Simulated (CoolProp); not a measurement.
Values from CoolProp's reference Helmholtz-energy equation of state, de Reuck 1990.

### Question
For fluorine, give the phase and the cv (kJ/(kg K)), Joule-Thomson coefficient (K/MPa) at 148.7 K and 227 kPa; 148.7 K and 1550 kPa.

### Answer
- 148.7 K and 227 kPa: gas; cv 0.557, Joule-Thomson coefficient 7.57
- 148.7 K and 1550 kPa: gas; cv 0.593, Joule-Thomson coefficient 7.50
